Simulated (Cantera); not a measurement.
A closed system holds: 1 mol TiO2, 0.63 mol CO, 0.76 mol H2, 0.82 mol CH4, at 1725 K and 70.0 Pa.

Method: chemical equilibrium by Gibbs-energy minimisation in Cantera with the NASA 1993 tables (ideal gas, pure condensed phases). Candidate condensed phases: C, C6H6, C7H8, C8H18, H2O, Ti, TiC, TiO, TiO2, Ti2O3, Ti3O5, Ti4O7; 113 gas species. Mutual solubility and eutectic melting of coexisting phases are not modelled. TiO: taken at fixed stoichiometry. Kinetics and transport are ignored.

Base state: H2 0.619, CO 0.376, H 0.00552, H2O 3.26e-5 (mole fractions); condensed: TiO(s) + Ti2O3(s).

**Question.** What changes in the equilibrium state with this change: temperature from 1725 K to 1525 K?

**Answer.** 
```tsv
species	before	after
H2	0.619	0.644
CO	0.376	0.355
H	0.00552	0.000718
H2O	3.26e-5	1.84e-5
TiO(s), mol	0.640	0
Ti2O3(s), mol	0.180	0.436
TiC(s), mol	0	0.128
```
TiC: taken at fixed stoichiometry.

**Question.** What changes in the equilibrium state with this change: temperature from 1725 K to 2673 K?

**Answer.** 
```
species         before     after
-------------  -------  --------
H              0.00552     0.548
CO               0.376     0.214
TiO            4.82e-6     0.125
H2               0.619    0.0800
TiO2           5.31e-8    0.0203
O                <1e-9   0.00675
OH             1.60e-8   0.00154
O2               <1e-9   3.08e-5
Ti             3.71e-7   0.00321
CO2            5.62e-6  0.000363
TiO(s), mol      0.640         0
Ti2O3(s), mol    0.180         0
```
